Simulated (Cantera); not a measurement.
# NO annealing gas

An isothermal, constant-pressure homogeneous reactor starts with 14.5 % NO, 85.5 % N2, at 1723 K and 0.0267 bar.

Cantera simulation using GRI-Mech 3.0 (53 species, 325 reactions); the numbers are that mechanism's predictions, not measurements. Radical loss at walls, strong at low pressure, is not modelled.

| t (s) | x NO | x O2 | x O | x NO2 | x N2 | x N2O |
|---|---|---|---|---|---|---|
| 4.00e-5 | 0.145 | <1e-12 | 2.52e-9 | <1e-12 | 0.855 | 2.52e-9 |
| 0.000150 | 0.145 | <1e-12 | 9.42e-9 | 1.03e-11 | 0.855 | 9.42e-9 |
| 0.000560 | 0.145 | 1.23e-11 | 3.52e-8 | 1.43e-10 | 0.855 | 3.52e-8 |
| 0.00209 | 0.145 | 1.71e-10 | 1.31e-7 | 1.96e-9 | 0.855 | 1.31e-7 |
| 0.00783 | 0.145 | 2.39e-9 | 4.83e-7 | 2.54e-8 | 0.855 | 4.79e-7 |
| 0.0293 | 0.145 | 3.55e-8 | 1.76e-6 | 2.77e-7 | 0.855 | 1.65e-6 |
| 0.110 | 0.145 | 7.84e-7 | 6.55e-6 | 1.93e-6 | 0.855 | 4.64e-6 |
| 0.410 | 0.145 | 1.69e-5 | 1.50e-5 | 4.81e-6 | 0.855 | 7.59e-6 |
| 1.53 | 0.145 | 0.000108 | 1.61e-5 | 5.19e-6 | 0.855 | 7.83e-6 |
| 5.73 | 0.144 | 0.000453 | 1.74e-5 | 5.77e-6 | 0.856 | 7.73e-6 |
| 21.4 | 0.141 | 0.00177 | 2.18e-5 | 7.59e-6 | 0.857 | 7.38e-6 |
| 80.2 | 0.131 | 0.00688 | 3.35e-5 | 1.18e-5 | 0.862 | 6.20e-6 |
| 300 | 0.0954 | 0.0247 | 5.73e-5 | 1.58e-5 | 0.880 | 3.14e-6 |
x: mole fraction; the columns are a selection and need not sum to one.

Equilibrium at this temperature and pressure: NO 0.00201, O2 0.0714, O 9.36e-5, NO2 5.67e-7, N2 0.926, N2O 2.07e-8 (gas phase only).
